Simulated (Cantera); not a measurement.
# Formation from one mole of O2

Source: NASA polynomial tables (part measured, part estimated), evaluated in Cantera. Values are per mole of reaction as written; species without (g) are pure solids or liquids, kept so even where they would boil at 1 bar.

V + O2(g) ⇌ VO2(g)

| T (K) | ΔH° (kJ) | ΔS° (J/K) | ΔG° (kJ) | log10 K |
|---|---|---|---|---|
| 1225 | -240.7 | 19.0 | -264.0 | 11.26 |
| 1275 | -241.3 | 18.6 | -264.9 | 10.85 |
| 1325 | -241.9 | 18.1 | -265.9 | 10.48 |
| 1375 | -242.5 | 17.6 | -266.8 | 10.13 |
| 1425 | -243.2 | 17.2 | -267.6 | 9.81 |

Nb + O2(g) ⇌ NbO2(g)

```json
[
 {"T (K)": "1225", "ΔH° (kJ)": "-206.6", "ΔS° (J/K)": "21.0", "ΔG° (kJ)": "-232.3", "log10 K": "9.91"},
 {"T (K)": "1275", "ΔH° (kJ)": "-207.0", "ΔS° (J/K)": "20.7", "ΔG° (kJ)": "-233.4", "log10 K": "9.56"},
 {"T (K)": "1325", "ΔH° (kJ)": "-207.4", "ΔS° (J/K)": "20.4", "ΔG° (kJ)": "-234.4", "log10 K": "9.24"},
 {"T (K)": "1375", "ΔH° (kJ)": "-207.9", "ΔS° (J/K)": "20.0", "ΔG° (kJ)": "-235.4", "log10 K": "8.94"},
 {"T (K)": "1425", "ΔH° (kJ)": "-208.3", "ΔS° (J/K)": "19.7", "ΔG° (kJ)": "-236.4", "log10 K": "8.67"}
]
```

Ta + O2(g) ⇌ TaO2(g)

```json
[
 {"T (K)": "1225", "ΔH° (kJ)": "-207.6", "ΔS° (J/K)": "23.0", "ΔG° (kJ)": "-235.8", "log10 K": "10.05"},
 {"T (K)": "1275", "ΔH° (kJ)": "-208.0", "ΔS° (J/K)": "22.7", "ΔG° (kJ)": "-236.9", "log10 K": "9.71"},
 {"T (K)": "1325", "ΔH° (kJ)": "-208.4", "ΔS° (J/K)": "22.4", "ΔG° (kJ)": "-238.0", "log10 K": "9.38"},
 {"T (K)": "1375", "ΔH° (kJ)": "-208.8", "ΔS° (J/K)": "22.1", "ΔG° (kJ)": "-239.1", "log10 K": "9.08"},
 {"T (K)": "1425", "ΔH° (kJ)": "-209.2", "ΔS° (J/K)": "21.8", "ΔG° (kJ)": "-240.2", "log10 K": "8.81"}
]
```

2 H2(g) + O2(g) ⇌ 2 H2O(g)

```json
[
 {"T (K)": "1225", "ΔH° (kJ)": "-498.2", "ΔS° (J/K)": "-112.8", "ΔG° (kJ)": "-360.0", "log10 K": "15.35"},
 {"T (K)": "1275", "ΔH° (kJ)": "-498.7", "ΔS° (J/K)": "-113.2", "ΔG° (kJ)": "-354.3", "log10 K": "14.52"},
 {"T (K)": "1325", "ΔH° (kJ)": "-499.1", "ΔS° (J/K)": "-113.5", "ΔG° (kJ)": "-348.7", "log10 K": "13.74"},
 {"T (K)": "1375", "ΔH° (kJ)": "-499.5", "ΔS° (J/K)": "-113.8", "ΔG° (kJ)": "-343.0", "log10 K": "13.03"},
 {"T (K)": "1425", "ΔH° (kJ)": "-499.9", "ΔS° (J/K)": "-114.1", "ΔG° (kJ)": "-337.3", "log10 K": "12.36"}
]
```
